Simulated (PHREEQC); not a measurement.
A solution holds 13 mmol/kgw HF, 0.32 mmol/kgw CsF and 0.46 mmol/kgw H4SiO4, at 38 °C. It is in equilibrium with CO2 at log p = -2 (atm). Otherwise closed; pH follows from the charge balance.

Equilibrium calculation in PHREEQC: ion-association model, wateq4f.dat.

Precipitation was switched off in this run.

**Question.** Order these F species by the share of F that they hold, largest first: HF2-, H2F2, HF, F-, SiF6-2.

**Answer.** HF (62 %), SiF6-2 (21 %), F- (14 %), H2F2 (1.7 %), HF2- (0.99 %)

The pH is 2.61 and the ionic strength 0.00336 mol/kgw. Species that the database lacks are ignored. Constants without temperature data keep their 25 °C values here. SiF6-2 is the database's only silicon fluoride.
